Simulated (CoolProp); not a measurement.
Aqueous ethanol as a coolant, 35 % by mass, freezing at -24.9 °C, 1 atm.

The numbers come from the Melinder's fits for secondary coolants in CoolProp.

```json
[
 {"T (°C)": "-21.6", "Prandtl number": "309", "conductivity (W/(m K))": "0.363", "viscosity (mPa s)": "28.9", "cp (kJ/(kg K))": "3.871"},
 {"T (°C)": "-15.3", "Prandtl number": "194", "conductivity (W/(m K))": "0.366", "viscosity (mPa s)": "___", "cp (kJ/(kg K))": "___"},
 {"T (°C)": "-9", "Prandtl number": "128", "conductivity (W/(m K))": "___", "viscosity (mPa s)": "___", "cp (kJ/(kg K))": "3.971"},
 {"T (°C)": "-2.7", "Prandtl number": "___", "conductivity (W/(m K))": "0.373", "viscosity (mPa s)": "8.17", "cp (kJ/(kg K))": "4.013"},
 {"T (°C)": "3.6", "Prandtl number": "62.6", "conductivity (W/(m K))": "0.376", "viscosity (mPa s)": "5.82", "cp (kJ/(kg K))": "___"},
 {"T (°C)": "9.8", "Prandtl number": "46.4", "conductivity (W/(m K))": "0.380", "viscosity (mPa s)": "4.31", "cp (kJ/(kg K))": "4.082"},
 {"T (°C)": "16.1", "Prandtl number": "35.2", "conductivity (W/(m K))": "0.383", "viscosity (mPa s)": "3.28", "cp (kJ/(kg K))": "4.111"},
 {"T (°C)": "22.4", "Prandtl number": "27.4", "conductivity (W/(m K))": "___", "viscosity (mPa s)": "2.56", "cp (kJ/(kg K))": "4.137"},
 {"T (°C)": "28.7", "Prandtl number": "21.8", "conductivity (W/(m K))": "0.390", "viscosity (mPa s)": "2.04", "cp (kJ/(kg K))": "___"},
 {"T (°C)": "34.9", "Prandtl number": "17.7", "conductivity (W/(m K))": "0.393", "viscosity (mPa s)": "1.67", "cp (kJ/(kg K))": "4.181"}
]
```

Task: What belongs in the gaps?

Result: 
- -15.3, viscosity (mPa s): 18.1
- -15.3, cp (kJ/(kg K)): 3.924
- -9, conductivity (W/(m K)): 0.369
- -9, viscosity (mPa s): 11.9
- -2.7, Prandtl number: 87.9
- 3.6, cp (kJ/(kg K)): 4.050
- 22.4, conductivity (W/(m K)): 0.387
- 28.7, cp (kJ/(kg K)): 4.160
